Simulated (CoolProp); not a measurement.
Model: reference Helmholtz-energy equation of state, Gao 2022, in CoolProp.

Task: For n-perfluoropentane, give the phase and the cv (kJ/(kg K)), isothermal compressibility (1/MPa), fugacity coefficient at 500 K and 7.99 MPa.

Result: 
- 500 K and 7.99 MPa: supercritical; cv 1.05, isothermal compressibility 0.0677, fugacity coefficient 0.531
